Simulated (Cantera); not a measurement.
An isothermal, constant-pressure homogeneous reactor starts with H2 : O2 = 0.017 : 1 (molar parts), equivalence ratio 0.0085, at 948 K and 15.0 Torr.

Model: GRI-Mech 3.0 (53 species, 325 reactions), integrated in Cantera. Radical loss at walls, strong at low pressure, is not modelled. Below about 950 K walls govern HO2 and H2O2 in real vessels.

x: mole fraction; the columns are a selection and need not sum to one.

| t (s) | x H2 | x O2 | x O | x H | x H2O |
|---|---|---|---|---|---|
| 3.00e-5 | 0.0167 | 0.983 | <1e-12 | 1.43e-12 | <1e-12 |
| 0.000119 | 0.0167 | 0.983 | 2.25e-12 | 4.44e-12 | <1e-12 |
| 0.000475 | 0.0167 | 0.983 | 2.48e-11 | 1.39e-11 | 1.42e-11 |
| 0.00189 | 0.0167 | 0.983 | 5.77e-10 | 1.74e-10 | 6.78e-10 |
| 0.00754 | 0.0167 | 0.983 | ? | 1.59e-6 | 7.37e-6 |
| 0.0300 | 0.000179 | 0.980 | ? | 0.000296 | 0.0163 |
| 0.119 | 9.36e-6 | 0.983 | ? | 6.68e-6 | 0.0168 |
| 0.475 | 6.84e-7 | 0.983 | ? | 1.49e-7 | 0.0168 |
| 1.89 | 4.52e-8 | 0.983 | ? | 4.24e-9 | 0.0169 |
| 7.54 | 3.59e-9 | 0.983 | ? | 2.08e-10 | 0.0169 |
| 30.0 | 4.99e-10 | 0.983 | ? | 1.58e-11 | 0.0169 |

Problem. Some entries are withheld; supply them.

Solution. 
- 0.00754, x O: 5.51e-6
- 0.0300, x O: 0.00246
- 0.119, x O: 0.000252
- 0.475, x O: 2.00e-5
- 1.89, x O: 1.83e-6
- 7.54, x O: 2.45e-7
- 30.0, x O: 4.41e-8
